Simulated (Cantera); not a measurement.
Input: 1 mol B₂H₆, 0.054 mol O₂, 0.95 mol N₂, at 60.0 mbar.

Cantera equilibrium calculation (NASA polynomials, part measured and part estimated; ideal gas, pure solids and liquids). Candidate condensed phases: B, BN, B₂O₃, B₃O₃H₃, H₂O; 39 gas species. The feed counts by its element totals alone. Mutual solubility and eutectic melting of coexisting phases are not modelled. Gases not in the tables: B₂H₆ and higher boranes. Kinetics and transport are ignored.

Task: Which condensed phases are stable at each of these points (T (K)): 1700, 1750, 1800, 1850, 1900, 1950, 2000, 2050, 2100, 2150, 2200, 2250?

Result: 
```tsv
T (K)	condensed phases	B condensed (%)
1700	BN(s)	94.9
1750	BN(s)	94.8
1800	BN(s)	94.7
1850	BN(s)	94.7
1900	BN(s)	94.6
1950	BN(s)	94.6
2000	B(s) + BN(s)	94.5
2050	B(s) + BN(s)	94.5
2100	B(s) + BN(s)	94.5
2150	B(s) + BN(s)	94.4
2200	B(s) + BN(s)	94.4
2250	B(s) + BN(s)	94.3
```

From 1700 K to 1950 K the condensed part is BN(s). From 2000 K to 2250 K the condensed part is B(s) + BN(s).
